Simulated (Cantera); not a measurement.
A Cantera script and its output.

```python
import numpy as np
import cantera as ct

gas = ct.Solution("gri30.yaml")
gas.TPX = 1625, 270000, {'CH4': 1, 'H2': 0.12, 'O2': 3.55, 'N2': 22.7}
reactor = ct.IdealGasConstPressureReactor(gas, energy="on", clone=False)
net = ct.ReactorNet([reactor])
net.rtol, net.atol = 1e-08, 1e-16
show = ['CH4', 'H2', 'O2', 'CO2', 'OH']
times = np.geomspace(4e-06, 0.3, 11)

steps = ct.SolutionArray(gas, extra=["t"])
rows = []
print(f"{'t/s':>10s}{'T/K':>9s}{'P/Pa':>11s}" + "".join(f"{s:>11s}" for s in show))
for t in times:
    while net.time < t:
        t_next = net.step()
        steps.append(gas.state, t=t_next)
    rows.append([np.interp(t, steps.t, y) for y in (steps.T, steps.P, *steps(*show).X.T)])
    print(f"{t:10.3e}{rows[-1][0]:9.1f}{rows[-1][1]:11.4g}" + "".join(f"{x:11.3e}" for x in rows[-1][2:]))
rate = np.gradient(steps.T, steps.t)
print("integrator steps:", len(steps.t))
if steps.T.max() > steps.T[0] + 200:
    print(f"time of steepest temperature rise: {steps.t[rate.argmax()]:.4e} s")
gas.TPX = 1625, 270000, {'CH4': 1, 'H2': 0.12, 'O2': 3.55, 'N2': 22.7}
gas.equilibrate("HP")
print(f"equilibrium (HP): T = {gas.T:.1f} K  " + "  ".join(f"{s} {gas[s].X[0]:.3e}" for s in show))
```

It prints:

```
       t/s      T/K       P/Pa        CH4         H2         O2        CO2         OH
 4.000e-06   1625.0    2.7e+05  3.653e-02  4.385e-03  1.297e-01  9.261e-11  1.180e-07
 1.229e-05   1625.0    2.7e+05  3.652e-02  4.385e-03  1.297e-01  2.435e-09  2.794e-07
 3.776e-05   1625.0    2.7e+05  3.640e-02  4.380e-03  1.296e-01  1.625e-07  1.380e-06
 1.160e-04   1643.8    2.7e+05  3.208e-02  4.995e-03  1.267e-01  6.112e-05  3.265e-05
 3.565e-04   2366.1    2.7e+05  3.426e-19  8.941e-04  5.393e-02  3.388e-02  5.472e-03
 1.095e-03   2380.9    2.7e+05  1.792e-19  6.374e-04  5.369e-02  3.476e-02  4.690e-03
 3.366e-03   2379.4    2.7e+05  1.777e-19  6.346e-04  5.332e-02  3.477e-02  4.658e-03
 1.034e-02   2375.5    2.7e+05  1.725e-19  6.278e-04  5.234e-02  3.479e-02  4.576e-03
 3.178e-02   2368.6    2.7e+05  1.632e-19  6.159e-04  5.063e-02  3.484e-02  4.434e-03
 9.764e-02   2364.5    2.7e+05  1.577e-19  6.089e-04  4.960e-02  3.486e-02  4.350e-03
 3.000e-01   2364.3    2.7e+05  1.574e-19  6.086e-04  4.955e-02  3.486e-02  4.346e-03
integrator steps: 1775
time of steepest temperature rise: 1.5431e-04 s
equilibrium (HP): T = 2364.3 K  CH4 2.360e-19  H2 6.086e-04  O2 4.955e-02  CO2 3.486e-02  OH 4.346e-03
```

Model: GRI-Mech 3.0 (53 species, 325 reactions), integrated in Cantera.
